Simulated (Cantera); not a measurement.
Input: 1 mol Ta, 0.078 mol O2, 180 mol H2, equilibrated at 2002 °C.

Equilibrium computed with Cantera from the NASA thermochemical tables; the gas is ideal and each condensed phase is pure. Candidate condensed phases: H2O, Ta, Ta2O5; 12 gas species. Condensed phases not in the tables: N, O or C dissolved in the metal. Rates play no part.

Problem. What share of the Ta ends up in condensed phases as a function of P (Pa), at 0.100, 0.750, 5.60, 42, 320, 2400, 18000, 130000, 1000000?

Solution. 
| P (Pa) | Ta condensed (%) | as |
|---|---|---|
| 0.100 | 83.6 | Ta(s) |
| 0.750 | 84.4 | Ta(s) |
| 5.60 | 84.8 | Ta(s) |
| 42 | 87.0 | Ta(s) |
| 320 | 92.6 | Ta(s) |
| 2400 | 97.7 | Ta(s) |
| 18000 | 99.6 | Ta(s) |
| 130000 | 99.9 | Ta(s) |
| 1000000 | 100.0 | Ta(s) |
